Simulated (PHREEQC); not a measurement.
Phosphoric acid bath: speciation

Solution (25 °C): 0.44 mol/kgw NaH2PO4, 0.013 mol/kgw HF and 1.8e-05 mol/kgw H4SiO4. Closed to the air; pH follows from the charge balance.

Model: ion-association model, wateq4f.dat, run in PHREEQC.

Each row changes one thing in this solution. No solid was allowed to form.

```
case                              pH  ionic strength (mol/kgw)  H3PO4 (mol/kgw)  F- (mol/kgw)  HF (mol/kgw)  NaF (mol/kgw)
------------------------------  ----  ------------------------  ---------------  ------------  ------------  -------------
as made                         3.57                     0.440           0.0106       0.00949       0.00220       0.000991
diluted 5-fold with water       3.70                    0.0882          0.00195       0.00206      0.000463        6.24e-5
H4SiO4 left out                 3.57                     0.440           0.0107       0.00956       0.00223       0.000999
HF from 0.013 to 0.065 mol/kgw  3.04                     0.438           0.0344        0.0294        0.0234        0.00306
diluted 10-fold with water      3.76                    0.0442         0.000904       0.00106      0.000222        1.80e-5
temperature from 25 to 15 °C    3.52                     0.440           0.0106       0.00958       0.00211        0.00101
diluted 100-fold with water     4.13                   0.00448          4.39e-5      0.000118       1.21e-5        2.58e-7
```

Complexes and solids missing from the database can't appear. H3PO4, which wateq4f.dat lacks, is added to it with the constant of phreeqc.dat. SiF6-2 is the database's only silicon fluoride.
